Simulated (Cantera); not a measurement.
What does this Cantera script print?

```python
import numpy as np
import cantera as ct

gas = ct.Solution("gri30.yaml")
gas.TPX = 1400, 100000, {'CO': 0.0042, 'O2': 0.0027, 'H2O': 0.065, 'N2': 1.9}
reactor = ct.IdealGasConstPressureReactor(gas, energy="off", clone=False)
net = ct.ReactorNet([reactor])
net.rtol, net.atol = 1e-08, 1e-18
show = ['CO', 'O2', 'H2O', 'H2', 'HO2', 'NO']
times = np.geomspace(0.0002, 300, 9)

steps = ct.SolutionArray(gas, extra=["t"])
rows = []
print(f"{'t/s':>10s}{'T/K':>9s}{'P/Pa':>11s}" + "".join(f"{s:>11s}" for s in show))
for t in times:
    while net.time < t:
        t_next = net.step()
        steps.append(gas.state, t=t_next)
    rows.append([np.interp(t, steps.t, y) for y in (steps.T, steps.P, *steps(*show).X.T)])
    print(f"{t:10.3e}{rows[-1][0]:9.1f}{rows[-1][1]:11.4g}" + "".join(f"{x:11.3e}" for x in rows[-1][2:]))
rate = np.gradient(steps.T, steps.t)
print("integrator steps:", len(steps.t))
if steps.T.max() > steps.T[0] + 200:
    print(f"time of steepest temperature rise: {steps.t[rate.argmax()]:.4e} s")
gas.TPX = 1400, 100000, {'CO': 0.0042, 'O2': 0.0027, 'H2O': 0.065, 'N2': 1.9}
gas.equilibrate("TP")
print(f"equilibrium (TP): T = {gas.T:.1f} K  " + "  ".join(f"{s} {gas[s].X[0]:.3e}" for s in show))
```

Result:

```
       t/s      T/K       P/Pa         CO         O2        H2O         H2        HO2         NO
 2.000e-04   1400.0      1e+05  2.130e-03  1.369e-03  3.296e-02  2.470e-10  2.357e-10  4.730e-17
 1.183e-03   1400.0      1e+05  2.130e-03  1.369e-03  3.296e-02  2.985e-08  1.049e-09  1.512e-15
 6.999e-03   1400.0      1e+05  1.458e-03  1.207e-03  3.247e-02  3.906e-04  3.478e-07  1.846e-09
 4.141e-02   1400.0      1e+05  3.347e-05  4.122e-04  3.275e-02  2.076e-04  9.240e-08  1.397e-07
 2.449e-01   1400.0      1e+05  4.423e-06  3.162e-04  3.296e-02  2.904e-05  1.585e-08  1.654e-07
 1.449e+00   1400.0      1e+05  4.826e-07  3.047e-04  3.299e-02  3.311e-06  1.459e-09  1.694e-07
 8.572e+00   1400.0      1e+05  1.264e-07  3.041e-04  3.300e-02  8.995e-07  3.990e-10  1.701e-07
 5.071e+01   1400.0      1e+05  1.207e-07  3.041e-04  3.300e-02  8.605e-07  3.854e-10  1.726e-07
 3.000e+02   1400.0      1e+05  1.207e-07  3.041e-04  3.300e-02  8.606e-07  3.854e-10  1.869e-07
integrator steps: 1526
equilibrium (TP): T = 1400.0 K  CO 1.237e-07  O2 2.893e-04  H2O 3.300e-02  H2 8.824e-07  HO2 3.712e-10  NO 2.990e-05
```

Detailed kinetics in Cantera: GRI-Mech 3.0 (53 species, 325 reactions).
